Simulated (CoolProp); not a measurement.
Vapour-liquid equilibrium of benzene (1) + ethylbenzene (2) at 213.25 °C; x and y are mole fractions of (1).

Values from CoolProp's multi-fluid Helmholtz-energy mixture model, Thol 2012 and Zhou 2012; pair parameters Bell 2016.

```csv
x,"bubble pressure, mixture model (MPa)","bubble pressure, Raoult's law (MPa)","y, mixture model","y, Raoult's law"
0.05,0.5984,0.6139,___,0.144
0.2,0.7428,0.7963,0.374,0.444
0.35,0.9013,0.9787,0.566,0.633
0.5,1.075,1.161,___,0.762
0.65,___,1.344,0.822,0.856
0.8,1.471,1.526,0.910,0.928
0.95,1.692,1.708,0.980,0.984
```

Task: Fill in the missing entries.

Result: 
- 0.05, y, mixture model: 0.110
- 0.5, y, mixture model: 0.710
- 0.65, bubble pressure, mixture model (MPa): 1.265

The largest gap from Raoult's law is -7.9 % in bubble pressure, at x = 0.35. No azeotrope shows between x = 0.05 and 0.95.

The pair parameters rest on a limited set of measurements; away from them the model extrapolates.
